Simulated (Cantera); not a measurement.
Charge: 1 mol SiH4, 33 mol N2, equilibrated at 2075 K and 0.133 bar.

Equilibrium computed with Cantera from the NASA thermochemical tables; the gas is ideal and each condensed phase is pure. Candidate condensed phases: Si, Si3N4; 18 gas species. The tables' values for SiN are old estimates; treat these amounts as uncertain. Rates play no part.

Base state: N2 0.941, H2 0.0562, H 0.00173, Si 0.000764, Si2N 7.28e-5, SiN 5.93e-5, SiH 3.79e-5 (mole fractions); condensed: Si(l).

Task: What changes in the equilibrium state with this change: pressure from 0.133 bar to 23.0 Pa?

Result: 
```csv
species,before,after
N2,0.941,0.901
H2,0.0562,0.0376
H,0.00173,0.0340
Si,0.000764,0.0271
Si2N,7.28e-5,6.43e-6
Si2,9.42e-6,2.05e-5
"Si(l), mol",0.964,0
```

Task: What changes in the equilibrium state with this change: pressure from 0.133 bar to 0.100 bar?

Result: 
```json
[
 {"species": "N2", "before": "0.941", "after": "0.941"},
 {"species": "H2", "before": "0.0562", "after": "0.0560"},
 {"species": "H", "before": "0.00173", "after": "0.00199"},
 {"species": "Si", "before": "0.000764", "after": "0.00102"},
 {"species": "Si2", "before": "9.42e-6", "after": "1.26e-5"},
 {"species": "Si2N", "before": "7.28e-5", "after": "8.40e-5"},
 {"species": "SiN", "before": "5.93e-5", "after": "6.85e-5"},
 {"species": "SiH", "before": "3.79e-5", "after": "4.36e-5"},
 {"species": "Si(l), mol", "before": "0.964", "after": "0.953"}
]
```

Task: What changes in the equilibrium state with this change: temperature from 2075 K to 798.15 K?

Result: 
```tsv
species	before	after
N2	0.941	0.942
H2	0.0562	0.0582
H	0.00173	<1e-9
Si	0.000764	<1e-9
Si2N	7.28e-5	<1e-9
SiN	5.93e-5	<1e-9
SiH	3.79e-5	<1e-9
Si(l), mol	0.964	0
Si3N4(s), mol	0	0.333
```
N2 is the only nitrogen source here; it is nearly inert below about 1500 K, so the nitride shown seldom forms there in practice.
